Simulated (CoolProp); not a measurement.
Model: reference Helmholtz-energy equation of state, Lemmon 2006, in CoolProp. It is a short technical equation, of lower accuracy than the large ones.

Task: For toluene, give the phase and the cv (kJ/(kg K)), isothermal compressibility (1/MPa), expansivity (1/kK), viscosity (µPa s) at 394.5 K and 7500 kPa.

Result: 
- 394.5 K and 7500 kPa: liquid; cv 1.57, isothermal compressibility 0.00174, expansivity 1.25, viscosity 247

Viscosity comes from a separate model (Avgeri 2015).
